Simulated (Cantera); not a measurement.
## Adiabatic ignition

An adiabatic, constant-pressure homogeneous reactor starts with CH₄ : O₂ : N₂ : CO₂ = 1 : 1.25 : 4.7 : 0.31 (molar parts), equivalence ratio 1.6, at 1048 K and 2400000 Pa.

Cantera simulation using GRI-Mech 3.0 (53 species, 325 reactions); the numbers are that mechanism's predictions, not measurements. The pressure lies above the range GRI-Mech 3.0 was tuned for (to about 10 atm).

```json
[
 {"t (s)": "7.00e-6", "T (K)": "1048", "x CH₄": "0.138", "x O₂": "0.172", "x CO₂": "0.0427", "x H₂": "2.14e-12", "x CO": "<1e-12", "x NO₂": "<1e-12"},
 {"t (s)": "1.74e-5", "T (K)": "1048", "x CH₄": "0.138", "x O₂": "0.172", "x CO₂": "0.0427", "x H₂": "1.36e-11", "x CO": "<1e-12", "x NO₂": "<1e-12"},
 {"t (s)": "4.35e-5", "T (K)": "1048", "x CH₄": "0.138", "x O₂": "0.172", "x CO₂": "0.0427", "x H₂": "9.83e-11", "x CO": "2.38e-12", "x NO₂": "<1e-12"},
 {"t (s)": "0.000108", "T (K)": "1048", "x CH₄": "0.138", "x O₂": "0.172", "x CO₂": "0.0427", "x H₂": "8.61e-10", "x CO": "4.32e-11", "x NO₂": "<1e-12"},
 {"t (s)": "0.000270", "T (K)": "1048", "x CH₄": "0.138", "x O₂": "0.172", "x CO₂": "0.0427", "x H₂": "9.08e-9", "x CO": "9.66e-10", "x NO₂": "<1e-12"},
 {"t (s)": "0.000673", "T (K)": "1048", "x CH₄": "0.138", "x O₂": "0.172", "x CO₂": "0.0427", "x H₂": "8.00e-8", "x CO": "2.28e-8", "x NO₂": "<1e-12"},
 {"t (s)": "0.00168", "T (K)": "1048", "x CH₄": "0.138", "x O₂": "0.172", "x CO₂": "0.0427", "x H₂": "4.09e-7", "x CO": "3.25e-7", "x NO₂": "<1e-12"},
 {"t (s)": "0.00418", "T (K)": "1048", "x CH₄": "0.138", "x O₂": "0.172", "x CO₂": "0.0427", "x H₂": "1.95e-6", "x CO": "3.52e-6", "x NO₂": "<1e-12"},
 {"t (s)": "0.0104", "T (K)": "1051", "x CH₄": "0.137", "x O₂": "0.172", "x CO₂": "0.0427", "x H₂": "1.82e-5", "x CO": "5.81e-5", "x NO₂": "<1e-12"},
 {"t (s)": "0.0259", "T (K)": "2329", "x CH₄": "9.89e-10", "x O₂": "1.50e-6", "x CO₂": "0.0490", "x H₂": "0.0725", "x CO": "0.114", "x NO₂": "5.60e-10"},
 {"t (s)": "0.0646", "T (K)": "2329", "x CH₄": "9.89e-10", "x O₂": "1.50e-6", "x CO₂": "0.0490", "x H₂": "0.0725", "x CO": "0.114", "x NO₂": "5.42e-10"},
 {"t (s)": "0.161", "T (K)": "2329", "x CH₄": "9.89e-10", "x O₂": "1.50e-6", "x CO₂": "0.0490", "x H₂": "0.0725", "x CO": "0.114", "x NO₂": "5.42e-10"},
 {"t (s)": "0.401", "T (K)": "2329", "x CH₄": "9.89e-10", "x O₂": "1.50e-6", "x CO₂": "0.0490", "x H₂": "0.0725", "x CO": "0.114", "x NO₂": "5.42e-10"},
 {"t (s)": "1.00", "T (K)": "2329", "x CH₄": "9.89e-10", "x O₂": "1.50e-6", "x CO₂": "0.0490", "x H₂": "0.0725", "x CO": "0.114", "x NO₂": "5.42e-10"}
]
```
x: mole fraction; the columns are a selection and need not sum to one.

```
Quantity                                                              Value
---------------------------------  ----------------------------------------
time of steepest temperature rise                                   17.9 ms
temperature at 1.00 s                                                2329 K
equilibrium temperature                                              2329 K
x(CH₄) at 1.00 s                   9.89e-10 (gas-phase equilibrium 1.09e-9)
x(O₂) at 1.00 s                     1.50e-6 (gas-phase equilibrium 1.50e-6)
x(CO₂) at 1.00 s                      0.0490 (gas-phase equilibrium 0.0490)
```
